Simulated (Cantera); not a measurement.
Feed: 1 mol NF3, 0.49 mol H2O, held at 3523 K and 89.0 Pa.

These are equilibrium values from Cantera (NASA tables, ideal gas, pure condensed phases), not measurements of a reactor. Candidate condensed phases: H2O; 40 gas species. Rates play no part.

Base state: F 0.596, H 0.182, N2 0.101, O 0.0998, HF 0.0180, N 0.00263, NO 0.000364, H2 7.65e-5 (mole fractions); condensed: gas only.

Problem. What changes in the equilibrium state with this change: temperature from 3523 K to 1948 K?

Solution. 
```tsv
species	before	after
F	0.596	0.538
HF	0.0180	0.261
N2	0.101	0.133
H	0.182	2.30e-7
O	0.0998	0.00373
O2	3.25e-5	0.0627
N	0.00263	5.10e-9
H2	7.65e-5	<1e-9
OH	7.20e-5	8.08e-7
```

Problem. What changes in the equilibrium state with this change: temperature from 3523 K to 2625 K?

Solution. 
```csv
species,before,after
F,0.596,0.515
HF,0.0180,0.245
N2,0.101,0.125
H,0.182,0.00275
O2,3.25e-5,0.0123
O,0.0998,0.0967
N,0.00263,1.04e-5
H2,7.65e-5,3.73e-6
NO,0.000364,0.00273
OH,7.20e-5,0.000204
```

Problem. What changes in the equilibrium state with this change: H2O from 0.49 to 0.14 mol?

Solution. 
| species | before | after |
|---|---|---|
| F | 0.596 | 0.762 |
| N2 | 0.101 | 0.127 |
| H | 0.182 | 0.0638 |
| O | 0.0998 | 0.0358 |
| HF | 0.0180 | 0.00806 |
| H2 | 7.65e-5 | 9.37e-6 |
| OH | 7.20e-5 | 9.04e-6 |
| O2 | 3.25e-5 | 4.18e-6 |
| NO | 0.000364 | 0.000147 |
| N | 0.00263 | 0.00295 |
